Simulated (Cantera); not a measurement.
Input: 1 mol C3H6, 0.068 mol CO2, 0.037 mol O2, equilibrated at 2925 K and 43.0 bar.

Equilibrium computed with Cantera from the NASA thermochemical tables; the gas is ideal and each condensed phase is pure. The ideal-gas law is rough above about 30 bar. The numbers say what is thermodynamically allowed, not how fast it happens.

```
species             before     after
----------------  --------  --------
H2                   0.869     0.720
CO                  0.0650     0.224
C2H2 (acetylene)    0.0432    0.0358
H                   0.0177    0.0161
HCO                4.15e-6   1.30e-5
H2O                2.43e-5   6.94e-5
C3H4 (propyne)     4.11e-5   2.82e-5
C2H4              0.000325  0.000223
C3H4 (allene)      1.88e-5   1.29e-5
CH4                0.00274   0.00188
C(graphite), mol      2.55      2.22
```
Gas species are given as mole fractions.

Task: Name the change that produced these shifts.
A) CO2 from 0.068 to 0.4 mol
B) pressure from 43.0 bar to 0.000120 bar
C) temperature from 2925 K to 1100 K
D) pressure from 43.0 bar to 7.60 bar

Result: A, CO2 from 0.068 to 0.4 mol
